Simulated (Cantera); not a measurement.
A perfectly stirred reactor is fed with H2 : O2 = 0.017 : 1 (molar parts), equivalence ratio 0.0085, at 10.00 Torr; it is held at 1198 K, and followed from long to short residence time.

Computed with Cantera and the H2/O2 subset of GRI-Mech 3.0, which has no nitrogen chemistry. Radical loss at walls, strong at low pressure, is not modelled.

Task: What does this change do: 0.048 parts H2O added?

Result: 
```
quantity                 before     after
---------------------  --------  --------
x(H2) at τ = 27.0 s     1.00e-5   1.15e-5
x(O2) at τ = 27.0 s       0.983     0.938
x(O) at τ = 27.0 s     0.000320  0.000150
x(OH) at τ = 27.0 s    0.000204  0.000266
x(H2O) at τ = 27.0 s     0.0167    0.0614
x(H2) at τ = 0.150 s   0.000203  0.000280
x(O2) at τ = 0.150 s      0.976     0.934
x(O) at τ = 0.150 s     0.00647   0.00373
x(OH) at τ = 0.150 s   0.000996   0.00135
x(H2O) at τ = 0.150 s    0.0159    0.0602
```
